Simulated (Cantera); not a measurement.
Input: 1 mol Si3N4, 0.055 mol H2O, 2.3 mol H2, equilibrated at 1600 K.

Cantera equilibrium calculation (NASA polynomials, part measured and part estimated; ideal gas, pure solids and liquids). Candidate condensed phases: H2O, Si, SiO2, Si2N2O, Si3N4; 35 gas species. Mutual solubility and eutectic melting of coexisting phases are not modelled. Rates play no part.

Task: Which condensed phases are stable at each of these points (P (Pa)): 0.100, 0.600, 3.60, 22, 130, 770, 4600, 28000, 170000, 1000000?

Result: 
```csv
P (Pa),condensed phases,Si condensed (%)
0.100,Si(s),81.8
0.600,Si(s),95.7
3.60,Si(s),97.8
22,Si(s),98.1
130,Si(s) + Si2N2O(s) + Si3N4(s),99.3
770,Si(s) + Si2N2O(s) + Si3N4(s),99.9
4600,Si2N2O(s) + Si3N4(s),100.0
28000,Si2N2O(s) + Si3N4(s),100.0
170000,Si2N2O(s) + Si3N4(s),100.0
1000000,Si2N2O(s) + Si3N4(s),100.0
```

From 0.000750 Torr to 0.165 Torr the condensed part is Si(s). From 0.975 Torr to 5.78 Torr the condensed part is Si(s) + Si2N2O(s) + Si3N4(s). From 34.5 Torr to 7500 Torr the condensed part is Si2N2O(s) + Si3N4(s).
